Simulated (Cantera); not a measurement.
A perfectly stirred reactor is fed with H₂ : O₂ : N₂ = 1 : 0.294 : 1.11 (molar parts), equivalence ratio 1.7, at 0.700 bar; it is adiabatic with a 500 K inlet, and is followed from long to short residence time, starting on the burning branch (τ in s: 0.056, 0.027, 0.013, 0.006, 0.0029, 0.0014, 0.00064, 0.00031, 0.00014, 6.9e-05, 3.3e-05).

Model: GRI-Mech 3.0 (53 species, 325 reactions), integrated in Cantera.

x: mole fraction; the columns are a selection and need not sum to one.

```json
[
 {"τ (s)": "0.056", "T (K)": "2278", "x H₂": "0.191", "x O₂": "5.90e-5", "x NO": "8.41e-5", "x H": "0.00867", "x NO₂": "6.24e-10", "x HO₂": "(withheld)"},
 {"τ (s)": "0.027", "T (K)": "2260", "x H₂": "0.190", "x O₂": "9.71e-5", "x NO": "7.36e-5", "x H": "0.0112", "x NO₂": "5.40e-10", "x HO₂": "(withheld)"},
 {"τ (s)": "0.013", "T (K)": "2231", "x H₂": "0.188", "x O₂": "0.000165", "x NO": "6.15e-5", "x H": "0.0150", "x NO₂": "4.43e-10", "x HO₂": "(withheld)"},
 {"τ (s)": "0.0060", "T (K)": "2188", "x H₂": "0.185", "x O₂": "0.000295", "x NO": "4.92e-5", "x H": "0.0208", "x NO₂": "3.47e-10", "x HO₂": "(withheld)"},
 {"τ (s)": "0.0029", "T (K)": "2132", "x H₂": "0.182", "x O₂": "0.000508", "x NO": "3.96e-5", "x H": "0.0281", "x NO₂": "2.79e-10", "x HO₂": "(withheld)"},
 {"τ (s)": "0.0014", "T (K)": "2059", "x H₂": "0.178", "x O₂": "0.000863", "x NO": "3.27e-5", "x H": "0.0377", "x NO₂": "2.40e-10", "x HO₂": "(withheld)"},
 {"τ (s)": "0.00064", "T (K)": "1959", "x H₂": "0.172", "x O₂": "0.00148", "x NO": "2.71e-5", "x H": "0.0506", "x NO₂": "2.22e-10", "x HO₂": "(withheld)"},
 {"τ (s)": "0.00031", "T (K)": "1849", "x H₂": "0.166", "x O₂": "0.00240", "x NO": "2.21e-5", "x H": "0.0646", "x NO₂": "2.13e-10", "x HO₂": "(withheld)"},
 {"τ (s)": "0.00014", "T (K)": "1710", "x H₂": "0.159", "x O₂": "0.00408", "x NO": "1.58e-5", "x H": "0.0814", "x NO₂": "1.91e-10", "x HO₂": "(withheld)"},
 {"τ (s)": "6.9e-5", "T (K)": "1576", "x H₂": "0.157", "x O₂": "0.00702", "x NO": "1.03e-5", "x H": "0.0951", "x NO₂": "1.58e-10", "x HO₂": "(withheld)"},
 {"τ (s)": "3.3e-5", "T (K)": "1423", "x H₂": "0.167", "x O₂": "0.0148", "x NO": "5.45e-6", "x H": "0.101", "x NO₂": "1.21e-10", "x HO₂": "(withheld)"}
]
```

### Question
Fill in the missing entries.

### Answer

- 0.056, x HO₂: 3.27e-8
- 0.027, x HO₂: 5.54e-8
- 0.013, x HO₂: 9.59e-8
- 0.0060, x HO₂: 1.68e-7
- 0.0029, x HO₂: 2.79e-7
- 0.0014, x HO₂: 4.54e-7
- 0.00064, x HO₂: 7.67e-7
- 0.00031, x HO₂: 1.27e-6
- 0.00014, x HO₂: 2.36e-6
- 6.9e-5, x HO₂: 4.56e-6
- 3.3e-5, x HO₂: 1.11e-5
